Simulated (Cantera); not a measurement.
An isothermal, constant-pressure homogeneous reactor starts with NO : N₂ = 1 : 5.8 (molar parts), at 2075 K and 1.00 bar. Integrator tolerance rtol = 1e-08.

Computed with Cantera and GRI-Mech 3.0 (53 species, 325 reactions).

Problem. What does this change do: pressure from 1.00 bar to 0.133 bar?

Solution. 
| quantity | before | after |
|---|---|---|
| x(NO) at 8.00 s | 0.00590 (gas-phase equilibrium 0.00588) | 0.0122 (gas-phase equilibrium 0.00587) |
| x(O) at 8.00 s | 0.000311 (gas-phase equilibrium 0.000311) | 0.000833 (gas-phase equilibrium 0.000850) |
| x(N₂O) at 8.00 s | 3.56e-7 (gas-phase equilibrium 3.56e-7) | 1.72e-7 (gas-phase equilibrium 1.30e-7) |
| x(N₂) at 8.00 s | 0.923 (gas-phase equilibrium 0.923) | 0.920 (gas-phase equilibrium 0.923) |
| x(NO₂) at 8.00 s | 5.22e-6 (gas-phase equilibrium 5.19e-6) | 3.83e-6 (gas-phase equilibrium 1.89e-6) |
| x(O₂) at 8.00 s | 0.0704 (gas-phase equilibrium 0.0704) | 0.0670 (gas-phase equilibrium 0.0701) |
